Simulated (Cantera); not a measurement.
Input: 1 mol Pb, 0.3 mol O2, 0.81 mol N2, held at 0.100 bar.

Method: chemical equilibrium by Gibbs-energy minimisation in Cantera with the NASA 1993 tables (ideal gas, pure condensed phases). Candidate condensed phases: Pb, PbO, PbO2, Pb3O4; 12 gas species. Each liquid is taken as pure. Mutual solubility and eutectic melting of coexisting phases are not modelled. Gases not in the tables: (PbO)n polymers. Rates play no part. All values below are at 1498 K.

Base state: N2 0.673, Pb 0.241, PbO 0.0860, Pb2 9.97e-5, O2 3.04e-5, NO 1.35e-5 (mole fractions); condensed: Pb(l) + PbO(l).

### Question
What changes in the equilibrium state with this change: 0.0089 mol H2 added?

### Answer
| species | before | after |
|---|---|---|
| N2 | 0.673 | 0.666 |
| Pb | 0.241 | 0.241 |
| PbO | 0.0860 | 0.0860 |
| H2O | 0 | 0.00730 |
| NO | 1.35e-5 | 1.34e-5 |
| Pb2 | 9.97e-5 | 9.97e-5 |
| O2 | 3.04e-5 | 3.04e-5 |
| Pb(l), mol | 0.110 | 0.116 |
| PbO(l), mol | 0.496 | 0.486 |
Further candidate phases: H2O.
